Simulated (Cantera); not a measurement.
Cantera run:

```python
import numpy as np
import cantera as ct

gas_names = """
    Fe FeO Fe(OH)2 H HNO HNO2 HNO3 HO2 H2 H2O H2O2 N NH NH2 NH3 NH2OH NO NO2 NO3 N2 N2H2 N2H4 N2O O OH
    O2 O3
""".split()
cond_names = """
    Fe(a) Fe(c) Fe(d) Fe(L) FeO(s) FeO(L) Fe(OH)2(s) Fe(OH)3(s) Fe2O3(s) Fe3O4(s) H2O(s) H2O(L)
""".split()


# ... load() reads the species with a 1 bar reference pressure and builds the phases ...
atoms = {
    'Fe2O3': {'Fe': 2, 'O': 3},
    'H2O': {'H': 2, 'O': 1},
    'N2': {'N': 2},
}
top_T = {'Fe2O3(s)': 1830, 'Fe3O4(s)': 1870}  # K; cautious upper limits of use, not melting points


# ... equilibrate(T, P, feed) seeds the gas with the atoms and calls Mixture.equilibrate('TP', solver="vcs", rtol=1e-11, max_steps=5000) ...
results = []
feed = {'Fe2O3': 1, 'H2O': 0.017, 'N2': 6.6}  # mol
T = 1650  # K
P = 4100  # Pa
mix = equilibrate(T, P, feed)
results.append((T, P, feed, dict(zip(mix.species_names, mix.species_moles))))
x = sorted(zip(gas.X, gas.species_names), reverse=True)
print(f"T = {T:g} K  P = {P:g} Pa  gas = {mix.phase_moles(0):.4g} mol")
print("   x: " + "  ".join(f"{s} {v:.3e}" for v, s in x if v > 1e-05))
print("   condensed (mol): " + ("  ".join(f"{mix.phase(i).name} {mix.phase_moles(i):.4g}"
      for i in range(1, mix.n_phases) if mix.phase_moles(i) > 1e-12) or "none"))
```

Result:

```
T = 1650 K  P = 4100 Pa  gas = 6.784 mol
   x: N2 9.725e-01  O2 2.410e-02  H2O 2.479e-03  NO 8.971e-04  OH 5.222e-05  O 1.985e-05
   condensed (mol): Fe3O4(s) 0.6667
```

Cantera equilibrium calculation (NASA polynomials, part measured and part estimated; ideal gas, pure solids and liquids).
